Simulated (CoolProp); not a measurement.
Saturation properties of trans-2-butene (Tc = 155.5 °C, pc = 40.19 bar, ω = 0.210).

The numbers come from the reference Helmholtz-energy equation of state, Lemmon 2005 in CoolProp. It is a short technical equation, of lower accuracy than the large ones.

```json
[
 {"T (°C)": "0.25", "p (bar)": "0.9891", "liquid cp (kJ/(kg K))": "2.220", "surface tension (mN/m)": "16.1"},
 {"T (°C)": "4.95", "p (bar)": "1.181", "liquid cp (kJ/(kg K))": "2.239", "surface tension (mN/m)": "15.6"},
 {"T (°C)": "9.65", "p (bar)": "1.400", "liquid cp (kJ/(kg K))": "2.259", "surface tension (mN/m)": "15.0"},
 {"T (°C)": "14.35", "p (bar)": "1.649", "liquid cp (kJ/(kg K))": "2.280", "surface tension (mN/m)": "14.4"},
 {"T (°C)": "19.05", "p (bar)": "1.932", "liquid cp (kJ/(kg K))": "2.301", "surface tension (mN/m)": "13.8"},
 {"T (°C)": "23.65", "p (bar)": "2.243", "liquid cp (kJ/(kg K))": "2.323", "surface tension (mN/m)": "13.3"},
 {"T (°C)": "28.35", "p (bar)": "2.599", "liquid cp (kJ/(kg K))": "2.346", "surface tension (mN/m)": "12.7"},
 {"T (°C)": "33.05", "p (bar)": "2.996", "liquid cp (kJ/(kg K))": "2.371", "surface tension (mN/m)": "12.1"},
 {"T (°C)": "37.75", "p (bar)": "3.438", "liquid cp (kJ/(kg K))": "2.396", "surface tension (mN/m)": "11.6"},
 {"T (°C)": "42.45", "p (bar)": "3.928", "liquid cp (kJ/(kg K))": "2.423", "surface tension (mN/m)": "11.0"}
]
```

It boils at 0.9 °C under 1 atm.

Surface tension comes from a separate correlation (Mulero 2014).
